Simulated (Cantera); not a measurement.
## Thermodynamics of iron carbonyl, mercury and lead vapours, feed PbO + O2 + N2

Charge: 1 mol PbO, 1.2 mol O2, 0.17 mol N2, at 573 K.

Cantera equilibrium calculation (NASA polynomials, part measured and part estimated; ideal gas, pure solids and liquids). Candidate condensed phases: Pb, PbO, PbO2, Pb3O4; 12 gas species. Rates play no part.

| P (Pa) | log p O2 | log p N2 | log p NO2 | log p NO | n PbO(red) | n Pb3O4(s) |
|---|---|---|---|---|---|---|
| 10 | -4.06 | -4.91 | -12.85 | -12.15 | 1.00 | 0 |
| 68 | -3.23 | -4.07 | -11.60 | -11.32 | 1.00 | 0 |
| 460 | -2.39 | -3.24 | -10.35 | -10.49 | 1.00 | 0 |
| 3200 | -1.56 | -2.34 | -9.07 | -9.62 | 0 | 0.333 |
| 22000 | -0.72 | -1.51 | -7.81 | -8.79 | 0 | 0.333 |
| 150000 | 0.11 | -0.67 | -6.56 | -7.95 | 0 | 0.333 |
| 1000000 | 0.93 | 0.15 | -5.33 | -7.13 | 0 | 0.333 |
log p: log10 of the partial pressure in bar; n: condensed amount in mol.

From 10.0 Pa to 4.60 mbar the condensed part is PbO(red). From 32.0 mbar to 10.0 bar the condensed part is Pb3O4(s).
